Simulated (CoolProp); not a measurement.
Values from CoolProp's reference Helmholtz-energy equation of state, Span 1996.

Q: For carbon dioxide, give the phase and the density (kg/m³), cv (kJ/(kg K)), isothermal compressibility (1/MPa), expansivity (1/kK) at 333.7 K and 1130 kPa.

A: 
- 333.7 K and 1130 kPa: gas; density 18.7, cv 0.708, isothermal compressibility 0.922, expansivity 3.43
